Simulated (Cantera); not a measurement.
Input: 1 mol (CH₃)₂SiCl₂, 0.06 mol C₃H₈, 10 mol H₂, equilibrated at 2323 K.

Equilibrium computed with Cantera from the NASA thermochemical tables; the gas is ideal and each condensed phase is pure. Candidate condensed phases: C, C₆H₆, C₇H₈, C₈H₁₈, Si, SiC; 109 gas species. The feed counts by its element totals alone. The tables' values for SiCl, SiCl₃ are old estimates; treat these amounts as uncertain. Gases not in the tables: Si₂H₆ and higher silanes. Equilibrium is a limit: real reactors are often held back by kinetics, nucleation or transport.

At 1.00 bar, list the 4 most abundant gas species with their mole fractions, and the condensed phases.

H₂ 0.851, HCl 0.128, H 0.0100, SiCl₂ 0.00506. Condensed: C(graphite) + SiC(s).
